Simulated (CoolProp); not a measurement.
The numbers come from the reference Helmholtz-energy equation of state, Lemmon 2006 in CoolProp. It is a short technical equation, of lower accuracy than the large ones.

Problem. For n-decane, give the phase and the viscosity (µPa s), conductivity (mW/(m K)) at 168.65 °C and 2.92 MPa; 168.65 °C and 4.67 MPa.

Solution. 
- 168.65 °C and 2.92 MPa: liquid; viscosity 221, conductivity 98.0
- 168.65 °C and 4.67 MPa: liquid; viscosity 227, conductivity 99.2

Viscosity comes from a separate model (Huber 2004). Thermal conductivity comes from a separate model (Huber 2005).
